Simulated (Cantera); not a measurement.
Cantera run:

```python
import numpy as np
import cantera as ct

gas_names = """
    AL ALBO2 ALCL ALCL2 ALCL3 ALO ALOCL ALO2 AL2 AL2CL6 AL2O AL2O2 B BCL BCL2 BCL3 BO BOCL BO2 B2 B2O
    B2O2 B2O3 B3O3CL3 CL CLO CL2 O O2 O3
""".split()
cond_names = """
    AL(cr) AL(L) ALCL3(s) ALCL3(L) AL2O3(a) AL2O3(L) B(b) B(L) B2O3(L)
""".split()


# ... load() reads the species with a 1 bar reference pressure and builds the phases ...
atoms = {
    'Al2O3': {'AL': 2, 'O': 3},
    'BCl3': {'B': 1, 'CL': 3},
    'O2': {'O': 2},
}
top_T = {}  # K; cautious upper limits of use, not melting points


# ... equilibrate(T, P, feed) seeds the gas with the atoms and calls Mixture.equilibrate('TP', solver="vcs", rtol=1e-11, max_steps=5000) ...
results = []
feed = {'Al2O3': 1, 'BCl3': 1.4, 'O2': 2.4}  # mol
T = 1150  # K
P = 110  # Pa
mix = equilibrate(T, P, feed)
results.append((T, P, feed, dict(zip(mix.species_names, mix.species_moles))))
x = sorted(zip(gas.X, gas.species_names), reverse=True)
print(f"T = {T:g} K  P = {P:g} Pa  gas = {mix.phase_moles(0):.4g} mol")
print("   x: " + "  ".join(f"{s} {v:.3e}" for v, s in x if v > 0.0001))
print("   condensed (mol): " + ("  ".join(f"{mix.phase(i).name} {mix.phase_moles(i):.4g}"
      for i in range(1, mix.n_phases) if mix.phase_moles(i) > 1e-12) or "none"))
```

It prints:

```
T = 1150 K  P = 110 Pa  gas = 3.56 mol
   x: CL2 5.589e-01  O2 3.792e-01  CL 6.181e-02
   condensed (mol): AL2O3(a) 1  B2O3(L) 0.7
```

Method: chemical equilibrium by Gibbs-energy minimisation in Cantera with the NASA 1993 tables (ideal gas, pure condensed phases). Mutual solubility and eutectic melting of coexisting phases are not modelled. The tables' values for BOCl are old estimates; treat these amounts as uncertain. Condensed phases not in the tables: borates and borosilicate glass, alloys, solid solutions and most ternary compounds.
